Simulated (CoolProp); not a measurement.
Normal hydrogen at 298.15 K and 3.27 MPa flows at 0.15 m/s in a round tube of 20 mm bore and 1.5 µm roughness, fully developed (64/Re and Nu = 3.66 if laminar; Colebrook and Gnielinski if turbulent). Each further row changes one setting.

Model: reference Helmholtz-energy equation of state, Leachman 2009, in CoolProp.

| case | Reynolds number | Darcy friction factor | pressure drop (Pa/m) | heat-transfer coefficient (W/(m² K)) | mass flow (kg/h) |
|---|---|---|---|---|---|
| as stated | 877 | 0.0730 | 0.107 | 34.7 | 0.443 |
| velocity 0.3 m/s | 1750 | 0.0365 | 0.214 | 34.7 | 0.885 |
| diameter 40 mm | 1750 | 0.0365 | 0.0268 | 17.3 | 1.77 |

Viscosity comes from a separate model (Muzny 2013). Thermal conductivity comes from a separate model (Assael 2011).
